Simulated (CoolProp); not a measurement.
Saturation properties of methane.

Model: reference Helmholtz-energy equation of state, Setzmann 1991, in CoolProp.

```
T (K)  p (MPa)  vapour density (kg/m³)  liquid cp (kJ/(kg K))  liquid viscosity (µPa s)
-----  -------  ----------------------  ---------------------  ------------------------
141.6   0.6959                   10.99                  3.844                      66.2
145.6   0.8473                   13.32                  3.931                      61.9
149.7    1.026                   16.11                  4.039                      57.7
153.7    1.225                   19.28                  4.167                      53.8
157.8    1.456                   23.08                  4.330                      50.0
161.8        ?                   27.42                  4.533                      46.5
165.8    1.995                   32.54                  4.800                         ?
169.9    2.320                   38.81                  5.176                      39.7
173.9    2.673                   46.23                  5.715                         ?
178      3.074                   55.74                  6.611                      32.8
182          ?                       ?                  8.286                      29.3
186      3.986                   85.70                  12.88                      25.3
```

Task: Fill in the missing entries.

Result: 
- 161.8, p (MPa): 1.710
- 165.8, liquid viscosity (µPa s): 43.1
- 173.9, liquid viscosity (µPa s): 36.3
- 182, p (MPa): 3.507
- 182, vapour density (kg/m³): 67.94

It boils at 111.7 K under 1 atm.

Viscosity comes from a separate model (Quiñones-Cisneros 2006).
